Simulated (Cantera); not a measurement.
Cantera with NASA thermochemical tables; ideal gases at 1 bar, condensed phases pure. Values are per mole of reaction as written; species without (g) are pure solids or liquids, kept so even where they would boil at 1 bar.

2 OH(g) + 4 Al(g) → 2 Al2O(g) + H2(g)

```csv
T (K),ΔH° (kJ),ΔS° (J/K),ΔG° (kJ),log10 K
1848,…,…,…,…
1948,-1680.5,-385.8,-928.9,24.91
2048,…,…,…,…
2148,-1679.4,-385.3,-851.8,20.71
2248,-1678.9,-385.0,-813.3,18.90
```

Problem. What belongs in the gaps?

Solution. 
- 1848, ΔH° (kJ): -1681.0
- 1848, ΔS° (J/K): -386.1
- 1848, ΔG° (kJ): -967.5
- 1848, log10 K: 27.35
- 2048, ΔH° (kJ): -1679.9
- 2048, ΔS° (J/K): -385.5
- 2048, ΔG° (kJ): -890.4
- 2048, log10 K: 22.71
